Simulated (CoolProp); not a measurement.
The numbers come from the reference Helmholtz-energy equation of state, Lemmon 2006 in CoolProp. It is a short technical equation, of lower accuracy than the large ones.

Q: Give the vapour pressure (bar), liquid density (kg/m³), vapour density (kg/m³), liquid cp (kJ/(kg K)) of saturated acetone at 126.95, 203.95 °C.

A: 
```
T (°C)  p (bar)  liquid density (kg/m³)  vapour density (kg/m³)  liquid cp (kJ/(kg K))
------  -------  ----------------------  ----------------------  ---------------------
126.95     7.07                     656                    14.9                   2.52
203.95     29.4                     505                    76.3                   3.48
```
